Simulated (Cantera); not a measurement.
What does this Cantera script print?

```python
import numpy as np
import cantera as ct

gas_names = """
    CL CL2 H HCL H2 Si SiCL SiCL2 SiCL3 SiCL4 SiH SiHCL3 SiH2 SiH2CL2 SiH3 SiH3CL SiH4 Si2 Si3
""".split()
cond_names = """
    Si(cr) Si(L)
""".split()


# ... load() reads the species with a 1 bar reference pressure and builds the phases ...
atoms = {
    'SiCl4': {'Si': 1, 'CL': 4},
    'HCl': {'H': 1, 'CL': 1},
    'H2': {'H': 2},
}
top_T = {}  # K; cautious upper limits of use, not melting points


# ... equilibrate(T, P, feed) seeds the gas with the atoms and calls Mixture.equilibrate('TP', solver="vcs", rtol=1e-11, max_steps=5000) ...
results = []
feed = {'SiCl4': 1, 'HCl': 6, 'H2': 1.4}  # mol
P = 10000  # Pa
for T in [798, 848, 898, 948, 998, 1048, 1098, 1148, 1198, 1248, 1298, 1348]:
    mix = equilibrate(T, P, feed)
    results.append((T, P, feed, dict(zip(mix.species_names, mix.species_moles))))

top = {s: max(r[3][s] / sum(r[3][g] for g in gas_names) for r in results) for s in gas_names}
cols = sorted((s for s in top if top[s] > 1e-06), key=lambda s: -top[s])[:8]
seen = [c for c in cond_names if any(r[3].get(c, 0) > 1e-12 for r in results)]
print("log10 of partial pressures in bar; condensed amounts in mol")
print(f"{'T/K':>10s}" + "".join(f"{s[:9]:>10s}" for s in cols + seen))
for T, P, feed, n in results:
    ng = sum(n[g] for g in gas_names)
    print(f"{T:10.4g}" + "".join(f"{np.log10(max(n[s] / ng * P / 1e5, 1e-99)):10.3f}" for s in cols)
          + "".join(f"{n.get(c, 0):10.4g}" for c in seen))
```

It prints:

```
log10 of partial pressures in bar; condensed amounts in mol
       T/K       HCL        H2     SiCL4     SiCL3    SiHCL3     SiCL2        CL         H
       798    -1.146    -1.778    -1.924    -7.900    -5.612   -11.821   -11.815   -12.463
       848    -1.146    -1.778    -1.924    -7.220    -5.347   -10.657   -10.975   -11.610
       898    -1.146    -1.778    -1.925    -6.618    -5.112    -9.627   -10.228   -10.850
       948    -1.146    -1.778    -1.925    -6.081    -4.904    -8.707    -9.558   -10.170
       998    -1.146    -1.779    -1.925    -5.598    -4.717    -7.882    -8.955    -9.557
      1048    -1.146    -1.779    -1.926    -5.163    -4.549    -7.138    -8.408    -9.002
      1098    -1.146    -1.779    -1.926    -4.769    -4.397    -6.464    -7.910    -8.496
      1148    -1.146    -1.780    -1.928    -4.411    -4.260    -5.852    -7.455    -8.035
      1198    -1.145    -1.781    -1.930    -4.086    -4.137    -5.294    -7.037    -7.612
      1248    -1.145    -1.784    -1.935    -3.789    -4.027    -4.786    -6.652    -7.222
      1298    -1.144    -1.787    -1.943    -3.521    -3.931    -4.324    -6.294    -6.864
      1348    -1.142    -1.794    -1.956    -3.282    -3.853    -3.908    -5.960    -6.533
```

Method: chemical equilibrium by Gibbs-energy minimisation in Cantera with the NASA 1993 tables (ideal gas, pure condensed phases). The tables' values for SiCl3 are old estimates; treat these amounts as uncertain.
